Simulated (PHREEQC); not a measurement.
Model water analysis in mmol/kgw, 40 °C, pH 6.36, pe 9.1:

```json
[
 {"constituent": "Na", "mmol/kgw": "0.392"},
 {"constituent": "K", "mmol/kgw": "0.117"},
 {"constituent": "Ca", "mmol/kgw": "0.109"},
 {"constituent": "Mg", "mmol/kgw": "0.0545"},
 {"constituent": "Cl", "mmol/kgw": "0.125"},
 {"constituent": "S(6)", "mmol/kgw": "0.177"},
 {"constituent": "Alkalinity (meq/kgw)", "mmol/kgw": "0.341"},
 {"constituent": "Cd", "mmol/kgw": "0.0035"}
]
```

Valence states are taken as typed.

Computed with PHREEQC (ion-association model, wateq4f.dat).

This is a speciation only: nothing precipitates in the calculation.

**Question.** Estimate the charge-balance error.

**Answer.** charge-balance error 1.4 %.

**Question.** In which forms is Mg present?

**Answer.** Mg+2 96 %, MgSO4 4.1 % of the Mg.

Constants without temperature data keep their 25 °C values here.
